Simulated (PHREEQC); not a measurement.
Make-up at 20 °C: 5.9 mol/kgw KOH and 0.0069 mol/kgw Na2B4O7. Closed to the air; pH follows from the charge balance.

The numbers come from PHREEQC with the Pitzer model, pitzer.dat.

### Question
The ionic strength comes out as 5.91 mol/kgw. What activity coefficients do Na+, OH-, K+, B(OH)4- get?

### Answer
Na+ 0.50, OH- 4.8, K+ 1.0, B(OH)4- 1.1. Single-ion values are on the MacInnes scale.

Precipitation was switched off in this run. In brines, pH and single-ion activities rest on the MacInnes convention.
